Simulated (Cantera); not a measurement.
**Equilibrium for nitride etching: BN + H₂O + H₂**

Charge: 1 mol BN, 0.15 mol H₂O, 48 mol H₂, at 823.15 K and 13.3 mbar.

Equilibrium computed with Cantera from the NASA thermochemical tables; the gas is ideal and each condensed phase is pure. Candidate condensed phases: B, BN, B₂O₃, B₃O₃H₃, H₂O; 39 gas species. Equilibrium is a limit: real reactors are often held back by kinetics, nucleation or transport.

The x(H₂) is 0.999 and the x(N₂) comes out as 0.000958. The x(H₂O) comes out as 0.000236 and the n(BN(s)) is 0.908 mol. The n(B₂O₃(l)) is 0.0462 mol. The gas amount is 48.20 mol and the log10 activity of B(s) (absent) comes out as -8.87. The log10 activity of B₃O₃H₃(s) (absent) is -17.38.
